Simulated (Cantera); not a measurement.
Cantera run, input and output.

```python
import numpy as np
import cantera as ct

gas = ct.Solution("h2o2.yaml")
gas.TPX = 1100, 150, {'H2': 0.018, 'O2': 1}
reactor = ct.IdealGasConstPressureReactor(gas, energy="off", clone=False)
net = ct.ReactorNet([reactor])
net.rtol, net.atol = 1e-08, 1e-18
show = ['H2', 'O2', 'O', 'OH', 'HO2']
times = np.geomspace(2e-06, 30, 11)

steps = ct.SolutionArray(gas, extra=["t"])
rows = []
print(f"{'t/s':>10s}{'T/K':>9s}{'P/Pa':>11s}" + "".join(f"{s:>11s}" for s in show))
for t in times:
    while net.time < t:
        t_next = net.step()
        steps.append(gas.state, t=t_next)
    rows.append([np.interp(t, steps.t, y) for y in (steps.T, steps.P, *steps(*show).X.T)])
    print(f"{t:10.3e}{rows[-1][0]:9.1f}{rows[-1][1]:11.4g}" + "".join(f"{x:11.3e}" for x in rows[-1][2:]))
rate = np.gradient(steps.T, steps.t)
print("integrator steps:", len(steps.t))
if steps.T.max() > steps.T[0] + 200:
    print(f"time of steepest temperature rise: {steps.t[rate.argmax()]:.4e} s")
gas.TPX = 1100, 150, {'H2': 0.018, 'O2': 1}
gas.equilibrate("TP")
print(f"equilibrium (TP): T = {gas.T:.1f} K  " + "  ".join(f"{s} {gas[s].X[0]:.3e}" for s in show))
```

Output:

```
       t/s      T/K       P/Pa         H2         O2          O         OH        HO2
 2.000e-06   1100.0        150  1.768e-02  9.823e-01  7.375e-16  7.374e-16  4.548e-13
 1.044e-05   1100.0        150  1.768e-02  9.823e-01  2.002e-14  2.000e-14  2.374e-12
 5.448e-05   1100.0        150  1.768e-02  9.823e-01  5.277e-13  5.248e-13  1.239e-11
 2.844e-04   1100.0        150  1.768e-02  9.823e-01  1.271e-11  1.234e-11  6.467e-11
 1.484e-03   1100.0        150  1.768e-02  9.823e-01  2.253e-10  1.942e-10  3.376e-10
 7.746e-03   1100.0        150  1.768e-02  9.823e-01  4.631e-09  2.989e-09  1.764e-09
 4.043e-02   1100.0        150  1.765e-02  9.823e-01  2.149e-05  1.296e-05  2.592e-08
 2.110e-01   1100.0        150  1.269e-04  9.671e-01  1.395e-02  9.621e-04  2.549e-07
 1.101e+00   1100.0        150  1.068e-04  9.696e-01  1.164e-02  8.840e-04  2.403e-07
 5.748e+00   1100.0        150  5.048e-05  9.764e-01  5.330e-03  6.097e-04  1.799e-07
 3.000e+01   1100.0        150  6.434e-06  9.814e-01  6.671e-04  2.184e-04  6.515e-08
integrator steps: 1052
equilibrium (TP): T = 1100.0 K  H2 6.165e-10  O2 9.822e-01  O 6.428e-08  OH 2.153e-06  HO2 1.054e-09
```

Model: the H2/O2 subset of GRI-Mech 3.0, which has no nitrogen chemistry, integrated in Cantera. Radical loss at walls, strong at low pressure, is not modelled.
